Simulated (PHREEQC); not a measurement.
Nickel, zinc or cadmium bath: speciation

A solution holds 0.017 mol CdSO4 and 0.00038 mol NaCl per kg of water, at 20 °C. Closed to the air; pH follows from the charge balance.

Computed with PHREEQC (ion-association model, wateq4f.dat).

No solid was allowed to form.

**Question.** Predict the pH, ionic strength.

**Answer.** pH 6.30; ionic strength 0.0406 mol/kgw.

**Question.** In which forms is Na present?

**Answer.** Na+ 98 %, NaSO4- 2.2 % of the Na.
